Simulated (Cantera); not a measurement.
**Thermodynamics of titanium nitride, carbide and oxide coatings, feed TiCl₄ + H₂ + O₂**

A closed system holds: 1 mol TiCl₄, 11 mol H₂, 0.083 mol O₂.

Cantera equilibrium calculation (NASA polynomials, part measured and part estimated; ideal gas, pure solids and liquids). Candidate condensed phases: H₂O, Ti, TiCl₂, TiCl₃, TiCl₄, TiO, TiO₂, Ti₂O₃, Ti₃O₅, Ti₄O₇; 23 gas species. Mutual solubility and eutectic melting of coexisting phases are not modelled. The tables' values for TiCl₂ are old estimates. TiO: taken at fixed stoichiometry. Condensed phases not in the tables: TiOCl. Kinetics and transport are ignored.

**Question.** Map the stable condensed phases over T = 1125, 1175, 1225, 1275, 1325, 1375, 1425, 1475, 1525, 1575 K and P in Pa = 10, 28, 77, 220, 600, 1700, 4600, 13000, 36000, 100000.

**Answer.** 
```
T in K \ P in Pa
             10     28     77    220    600   1700   4600  13000  36000 100000
   1575       A      A      A      A      A      A      A      B      C      C
   1525       A      A      A      A      A      A      A      B      C      C
   1475       A      A      A      A      A      A      B      C      C      C
   1425       A      A      A      A      A      B      C      C      C      C
   1375       A      A      A      A      B      C      C      C      C      C
   1325       A      A      A      B      C      C      C      C      C      C
   1275       A      A      B      C      C      C      C      C      C      C
   1225       A      B      C      C      C      C      C      C      C      C
   1175       B      C      C      C      C      C      C      C      C      C
   1125       C      C      C      C      C      C      C      C      C      C
```
A: TiO; B: TiO + Ti₂O₃; C: Ti₂O₃.
